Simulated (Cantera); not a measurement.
Input: 1 mol C2H6, 0.42 mol H2O, 2.1 mol H2, at 190 Pa.

Cantera equilibrium calculation (NASA polynomials, part measured and part estimated; ideal gas, pure solids and liquids). Candidate condensed phases: C, C6H6, C7H8, C8H18, H2O; 131 gas species. Ions and electrons are included (thermal ionisation). The numbers say what is thermodynamically allowed, not how fast it happens.

log p: log10 of the partial pressure in bar; nothing condenses.

| T (K) | log p H | log p C | log p H2 | log p CO | log p C3 |
|---|---|---|---|---|---|
| 3000 | -2.79 | -4.53 | -3.98 | -4.16 | -4.20 |
| 3250 | -2.78 | (withheld) | (withheld) | -4.19 | (withheld) |
| 3500 | -2.79 | (withheld) | (withheld) | -4.21 | (withheld) |
| 3750 | -2.79 | -3.66 | -5.59 | -4.21 | -6.26 |
| 4000 | -2.79 | -3.64 | -5.99 | -4.21 | -7.39 |
| 4250 | -2.79 | -3.64 | -6.35 | -4.21 | -8.41 |
| 4500 | -2.79 | -3.64 | -6.67 | -4.22 | -9.32 |
| 4750 | -2.80 | -3.63 | -6.95 | -4.26 | -10.11 |
| 5000 | -2.80 | -3.61 | -7.21 | -4.37 | -10.80 |

Question: Fill in the missing entries.

Answer: 
- 3250, log p C: -4.01
- 3250, log p H2: -4.58
- 3250, log p C3: -4.45
- 3500, log p C: -3.73
- 3500, log p H2: -5.12
- 3500, log p C3: -5.14
